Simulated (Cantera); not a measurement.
Equilibrium for titanium nitride, carbide and oxide coatings: TiCl4 + H2O + H2

Charge: 1 mol TiCl4, 0.67 mol H2O, a varied amount of H2, held at 1.00 bar.

Cantera equilibrium calculation (NASA polynomials, part measured and part estimated; ideal gas, pure solids and liquids). Candidate condensed phases: H2O, Ti, TiCl2, TiCl3, TiCl4, TiO, TiO2, Ti2O3, Ti3O5, Ti4O7; 23 gas species. Mutual solubility and eutectic melting of coexisting phases are not modelled. The tables' values for TiCl2 are old estimates. TiO: taken at fixed stoichiometry. Rates play no part.

Stable condensed phases:

```
T in K \ n(H2) in mol
         4.2 6.4 8.6  11  13  15  18
   2075    A   A   A   B   B   B   B
   2050    A   A   A   B   B   B   B
   2025    A   A   A   A   B   B   B
   2000    A   A   A   A   B   B   B
   1975    A   A   A   A   A   B   B
   1950    A   A   A   A   A   B   B
   1925    A   A   A   A   A   B   B
   1900    A   A   A   A   A   A   B
   1875    A   A   A   A   A   A   B
   1850    A   A   A   A   A   A   A
   1825    A   A   A   A   A   A   A
```

A: Ti2O3; B: TiO + Ti2O3.
